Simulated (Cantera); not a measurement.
Input: 1 mol borazine, 7.6 mol N2, 20 mol H2, 14 mol H2O, at 2323 K and 47.3 Torr.

Cantera equilibrium calculation (NASA polynomials, part measured and part estimated; ideal gas, pure solids and liquids). Candidate condensed phases: B, BN, B2O3, B3O3H3, H2O; 39 gas species. The feed counts by its element totals alone. The numbers say what is thermodynamically allowed, not how fast it happens.

Base state: H2 0.549, N2 0.188, H2O 0.170, HBO2 0.0520, H 0.0322, B2O3 0.00259, HBO 0.00245, OH 0.00165 (mole fractions); condensed: gas only.

Question: What changes in the equilibrium state with this change: borazine replaced by B2O3?

Answer: 
| species | before | after |
|---|---|---|
| H2 | 0.549 | 0.448 |
| H2O | 0.170 | 0.299 |
| N2 | 0.188 | 0.175 |
| HBO2 | 0.0520 | 0.0421 |
| H | 0.0322 | 0.0290 |
| B2O2 | 1.97e-5 | 3.39e-6 |
| O2 | 8.49e-6 | 3.95e-5 |
| B2O3 | 0.00259 | 0.000964 |
| HBO | 0.00245 | 0.000919 |
| BO | 0.00158 | 0.000656 |

Question: What changes in the equilibrium state with this change: borazine replaced by B?

Answer: 
| species | before | after |
|---|---|---|
| H2 | 0.549 | 0.488 |
| H2O | 0.170 | 0.278 |
| N2 | 0.188 | 0.177 |
| HBO2 | 0.0520 | 0.0216 |
| H | 0.0322 | 0.0303 |
| B2O2 | 1.97e-5 | 1.12e-6 |
| B2O3 | 0.00259 | 0.000273 |

Question: What changes in the equilibrium state with this change: borazine replaced by BCl3?

Answer: 
```
species   before     after
-------  -------  --------
H2         0.549     0.439
H2O        0.170     0.268
N2         0.188     0.171
HCl            0    0.0645
HBO2      0.0520    0.0208
H         0.0322    0.0287
Cl             0   0.00303
BOCl           0   5.85e-5
B2O2     1.97e-5   1.01e-6
B2O3     0.00259  0.000263
```
The tables' values for BOCl are old estimates; treat these amounts as uncertain. Further candidate phases: NH4Cl.
